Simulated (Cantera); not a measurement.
A perfectly stirred reactor is fed with CH4 : CO : O2 : N2 = 1 : 0.18 : 3.03 : 11.4 (molar parts), at 8.39 atm; it is adiabatic with a 800 K inlet, and is followed from long to short residence time, starting on the burning branch (τ in s: 0.18, 0.084, 0.04, 0.019, 0.009, 0.0043, 0.002, 0.00096, 0.00046, 0.00022, 0.0001, 4.9e-05, 2.3e-05).

Computed with Cantera and GRI-Mech 3.0 (53 species, 325 reactions).

Question: What does this change do: inlet temperature 800 to 650 K?

Answer: 
```csv
quantity,before,after
"blow-out, bracketed by the residence times tried","burning at 23.0 µs, the shortest tried","burning at 49.0 µs, out at 23.0 µs"
x(CH4) at τ = 0.180 s,2.76e-7,4.98e-7
x(CO) at τ = 0.180 s,0.000722,0.000337
x(O2) at τ = 0.180 s,0.0580,0.0594
x(OH) at τ = 0.180 s,0.00253,0.00161
x(CO2) at τ = 0.180 s,0.0752,0.0756
x(CH4) at τ = 2.00 ms,1.93e-5,2.96e-5
x(CO) at τ = 2.00 ms,0.00156,0.00135
x(O2) at τ = 2.00 ms,0.0604,0.0607
x(OH) at τ = 2.00 ms,0.00307,0.00223
x(CO2) at τ = 2.00 ms,0.0743,0.0745
```
